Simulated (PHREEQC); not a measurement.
A solution holds 99 mmol/kgw KOH, 0.61 mmol/kgw H3BO3 and 0.011 mmol/kgw H4SiO4, at 25 °C. Closed to the air; pH follows from the charge balance.

All values are PHREEQC results (ion-association model, phreeqc.dat), not measurements.

| quantity | before | after |
|---|---|---|
| pH | 12.87 | 10.97 |
| H2SiO4-2 (mol/kgw) | 5.51e-6 | 7.24e-10 |
| H3SiO4- (mol/kgw) | 5.48e-6 | 1.02e-7 |
| H4SiO4 (mol/kgw) | 3.77e-9 | 7.13e-9 |
| SI of Quartz (SiO2) | -4.43 | -4.17 |

Question: Which change was made?
(A) H4SiO4 from 1.1e-05 to 0.00011 mol/kgw
(B) H4SiO4 from 1.1e-05 to 5.5e-06 mol/kgw
(C) diluted 10-fold with water
(D) diluted 100-fold with water
(E) temperature from 25 to 5 °C

Answer: D, diluted 100-fold with water

This is a speciation only: nothing precipitates in the calculation.
